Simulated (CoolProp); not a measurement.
R1234yf along the isobar 19400 kPa: Z from the reference equation and from simpler models built on Tc = 367.8 K, pc = 3384 kPa, ω = 0.276; each cubic takes its own stable root.

Computed with CoolProp (reference Helmholtz-energy equation of state, Lemmon 2022).

```tsv
T (K)	phase	reference	van der Waals	Soave-Redlich-Kwong
262.7	liquid	0.7983	1.252	0.8762
282.2	liquid	0.7709	1.190	0.8438
301.7	liquid	0.7498	1.139	0.8196
321.2	liquid	0.7346	1.095	0.8027
340.7	liquid	0.7247	1.058	0.7927
360.2	liquid	0.7200	1.026	0.7893
379.7	supercritical	0.7207	1.000	0.7922
399.2	supercritical	0.7266	0.9781	0.8012
```
